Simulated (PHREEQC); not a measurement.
A solution holds 44 mmol/kgw BaCl2, 9.1 mmol/kgw LiCl and 0.89 mmol/kgw CO2, at 25 °C. Closed to the air; pH follows from the charge balance.

Computed with PHREEQC (ion-association model, phreeqc.dat).

No solid was allowed to form.

Q: Predict the pH.

A: pH 4.66.

Q: In which forms is C present?

A: CO2 97 %, HCO3- 2.7 % of the C.

Complexes and solids missing from the database can't appear.
